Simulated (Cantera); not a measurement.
What does this Cantera script print?

```python
import numpy as np
import cantera as ct

gas = ct.Solution("gri30.yaml")


def delay(T, t_max=10):
    gas.TPX = T, 850000, {'H2': 1, 'O2': 0.312, 'N2': 1.17}
    reactor = ct.IdealGasReactor(gas, clone=False)
    net = ct.ReactorNet([reactor])
    net.rtol, net.atol = 1e-8, 1e-16
    while net.time < t_max:
        t_old, T_old = net.time, reactor.T
        net.step()
        if reactor.T > T + 400:  # ignition: a rise of 400 K
            return t_old + (T + 400 - T_old) / (reactor.T - T_old) * (net.time - t_old)
    return np.nan


taus = []
for T in [1000, 1050, 1100, 1150, 1200, 1250, 1300, 1350, 1400, 1450]:
    taus.append(delay(T))
    print(f"T0 = {T:6g} K   tau = {taus[-1]:.4e} s")
```

Output:

```
T0 =   1000 K   tau = 7.1091e-03 s
T0 =   1050 K   tau = 2.2262e-03 s
T0 =   1100 K   tau = 6.9598e-04 s
T0 =   1150 K   tau = 1.9530e-04 s
T0 =   1200 K   tau = 4.0500e-05 s
T0 =   1250 K   tau = 1.0088e-05 s
T0 =   1300 K   tau = 5.2737e-06 s
T0 =   1350 K   tau = 3.5224e-06 s
T0 =   1400 K   tau = 2.6092e-06 s
T0 =   1450 K   tau = 2.0479e-06 s
```

Computed with Cantera and GRI-Mech 3.0 (53 species, 325 reactions). The hydrogen kinetics of GRI-Mech 3.0 are dated; newer H2 mechanisms differ, most at raised pressure.
